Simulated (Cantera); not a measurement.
**Adiabatic ignition**

An adiabatic, constant-pressure homogeneous reactor starts with CH4 : H2 : O2 : N2 = 1 : 0.57 : 1.43 : 5.37 (molar parts), equivalence ratio 1.6, at 1200 K and 1.00 bar.

Detailed kinetics in Cantera: GRI-Mech 3.0 (53 species, 325 reactions).

```json
[
 {"t (s)": "1.00e-6", "T (K)": "1200", "x CH4": "0.119", "x H2": "0.0681", "x O2": "0.171", "x OH": "4.63e-11", "x NO": "<1e-12"},
 {"t (s)": "3.16e-6", "T (K)": "1200", "x CH4": "0.119", "x H2": "0.0681", "x O2": "0.171", "x OH": "1.21e-10", "x NO": "<1e-12"},
 {"t (s)": "1.00e-5", "T (K)": "1200", "x CH4": "0.119", "x H2": "0.0681", "x O2": "0.171", "x OH": "2.02e-10", "x NO": "<1e-12"},
 {"t (s)": "3.16e-5", "T (K)": "1200", "x CH4": "0.119", "x H2": "0.0681", "x O2": "0.171", "x OH": "4.66e-10", "x NO": "<1e-12"},
 {"t (s)": "0.000100", "T (K)": "1200", "x CH4": "0.119", "x H2": "0.0681", "x O2": "0.171", "x OH": "2.21e-9", "x NO": "<1e-12"},
 {"t (s)": "0.000316", "T (K)": "1200", "x CH4": "0.119", "x H2": "0.0681", "x O2": "0.171", "x OH": "6.78e-8", "x NO": "<1e-12"},
 {"t (s)": "0.00100", "T (K)": "1211", "x CH4": "0.118", "x H2": "0.0674", "x O2": "0.170", "x OH": "1.01e-6", "x NO": "1.45e-12"},
 {"t (s)": "0.00316", "T (K)": "2503", "x CH4": "<1e-12", "x H2": "0.100", "x O2": "0.000301", "x OH": "0.00480", "x NO": "0.000132"},
 {"t (s)": "0.0100", "T (K)": "2535", "x CH4": "1.37e-12", "x H2": "0.101", "x O2": "0.000155", "x OH": "0.00355", "x NO": "0.000407"},
 {"t (s)": "0.0316", "T (K)": "2534", "x CH4": "1.39e-12", "x H2": "0.101", "x O2": "0.000153", "x OH": "0.00353", "x NO": "0.000571"},
 {"t (s)": "0.100", "T (K)": "2534", "x CH4": "1.39e-12", "x H2": "0.101", "x O2": "0.000153", "x OH": "0.00353", "x NO": "0.000575"}
]
```
x: mole fraction; the columns are a selection and need not sum to one.

The time of steepest temperature rise is 2.79 ms. The temperature at 0.100 s is 2534 K, the equilibrium temperature is 2534 K and the x(CH4) at 0.100 s is 1.39e-12 (gas-phase equilibrium 1.59e-12). The x(H2) at 0.100 s is 0.101 (gas-phase equilibrium 0.101) and the x(O2) at 0.100 s is 0.000153 (gas-phase equilibrium 0.000153).
